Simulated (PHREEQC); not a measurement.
# Leach liquor: speciation

A solution holds 0.0025 mol/kgw HCl, 0.0088 mol/kgw Li2SO4 and 0.021 mol/kgw Na2SO4, at 80 °C. Closed to the air; pH follows from the charge balance.

The numbers come from PHREEQC with the Pitzer model, pitzer.dat.

Each row changes one thing in this solution. This is a speciation only: nothing precipitates in the calculation.

```json
[
 {"case": "as made", "pH": "3.48", "SO4-2 (mol/kgw)": "0.0278", "HSO4- (mol/kgw)": "0.00203", "SI of Thenardite (Na2SO4)": "-4.46", "SI of Mirabilite (Na2SO4:10H2O)": "-5.26"},
 {"case": "diluted 10-fold with water", "pH": "3.94", "SO4-2 (mol/kgw)": "0.00286", "HSO4- (mol/kgw)": "0.000119", "SI of Thenardite (Na2SO4)": "-7.00", "SI of Mirabilite (Na2SO4:10H2O)": "-7.79"},
 {"case": "HCl left out", "pH": "6.68", "SO4-2 (mol/kgw)": "…", "HSO4- (mol/kgw)": "1.36e-6", "SI of Thenardite (Na2SO4)": "-4.43", "SI of Mirabilite (Na2SO4:10H2O)": "-5.24"},
 {"case": "Na2SO4 from 0.021 to 0.0189 mol/kgw", "pH": "3.46", "SO4-2 (mol/kgw)": "0.0257", "HSO4- (mol/kgw)": "0.00201", "SI of Thenardite (Na2SO4)": "-4.56", "SI of Mirabilite (Na2SO4:10H2O)": "-5.37"},
 {"case": "Li2SO4 from 0.0088 to 0.00088 mol/kgw", "pH": "3.39", "SO4-2 (mol/kgw)": "0.0199", "HSO4- (mol/kgw)": "0.00194", "SI of Thenardite (Na2SO4)": "-4.52", "SI of Mirabilite (Na2SO4:10H2O)": "-5.32"},
 {"case": "Li2SO4 replaced by K2SO4 at the same molality", "pH": "…", "SO4-2 (mol/kgw)": "0.0278", "HSO4- (mol/kgw)": "0.00202", "SI of Thenardite (Na2SO4)": "-4.46", "SI of Mirabilite (Na2SO4:10H2O)": "-5.27"}
]
```

Q: What belongs in the gaps?

A: 
- HCl left out, SO4-2 (mol/kgw): 0.0298
- Li2SO4 replaced by K2SO4 at the same molality, pH: 3.47

At this temperature some constants are extrapolated from 25 °C, and those without enthalpy data are left unchanged.
